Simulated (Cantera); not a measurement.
Input: 1 mol Fe(CO)5, 0.45 mol H2, 7 mol CO, at 3.45 Torr.

Equilibrium computed with Cantera from the NASA thermochemical tables; the gas is ideal and each condensed phase is pure. Candidate condensed phases: C, C6H6, C7H8, C8H18, Fe, Fe(CO)5, FeO, Fe(OH)2, Fe(OH)3, Fe2O3, Fe3O4, H2O; 114 gas species. Rates play no part.

Problem. At 1250 K, list the 3 most abundant gas species with their mole fractions, and the condensed phases.

Solution. CO 0.964, H2 0.0361, CO2 4.11e-5. Condensed: Fe(γ).
